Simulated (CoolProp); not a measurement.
Toluene at 485.75 K and 16.1 MPa flows at 1.9 m/s in a round tube of 4.6 mm bore and 45 µm roughness, fully developed (64/Re and Nu = 3.66 if laminar; Colebrook and Gnielinski if turbulent). Each further row changes one setting.

The numbers come from the reference Helmholtz-energy equation of state, Lemmon 2006 in CoolProp. It is a short technical equation, of lower accuracy than the large ones.

```csv
case,Reynolds number,Darcy friction factor,pressure drop (Pa/m),heat-transfer coefficient (W/(m² K)),mass flow (kg/h)
as stated,(withheld),0.0391,10800,6470,(withheld)
velocity 3.8 m/s,78300,(withheld),(withheld),(withheld),160
diameter 9.2 mm,78300,0.0314,4320,5580,(withheld)
```

Fill in the missing entries.


- as stated, Reynolds number: 39100
- as stated, mass flow (kg/h): 79.9
- velocity 3.8 m/s, Darcy friction factor: 0.0384
- velocity 3.8 m/s, pressure drop (Pa/m): 42300
- velocity 3.8 m/s, heat-transfer coefficient (W/(m² K)): 12900
- diameter 9.2 mm, mass flow (kg/h): 319

Viscosity comes from a separate model (Avgeri 2015). Thermal conductivity comes from a separate model (Assael 2012).
